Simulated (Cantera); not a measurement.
**Carbothermic reduction: Cu2O + CH4 + CO**

Charge: 1 mol Cu2O, 2.4 mol CH4, 1.1 mol CO.

Cantera equilibrium calculation (NASA polynomials, part measured and part estimated; ideal gas, pure solids and liquids). Candidate condensed phases: C, C6H6, C7H8, C8H18, Cu, CuO, Cu(OH)2, Cu2O, H2O; 113 gas species. The numbers say what is thermodynamically allowed, not how fast it happens.

Question: Map the stable condensed phases over T = 1200, 1300, 1400, 1500, 1600, 1700, 1800, 1900, 2000, 2100, 2200 K and P in Pa = 10, 52, 270, 1400, 7200, 37000, 190000, 1000000.

Answer: 
```
T in K \ P in Pa
              10      52     270    1400    7200   37000  190000 1000000
   2200        A       A       A       A       A       B       B       B
   2100        A       A       A       A       B       B       B       B
   2000        A       A       A       A       B       B       B       B
   1900        A       A       A       B       B       B       B       B
   1800        A       A       B       B       B       B       B       B
   1700        A       A       B       B       B       B       B       B
   1600        A       B       B       B       B       B       B       B
   1500        B       B       B       B       B       B       B       B
   1400        B       B       B       B       B       B       B       B
   1300        B       B       B       B       B       B       B       B
   1200        B       B       B       B       B       B       B       B
```
A: C; B: C + Cu.
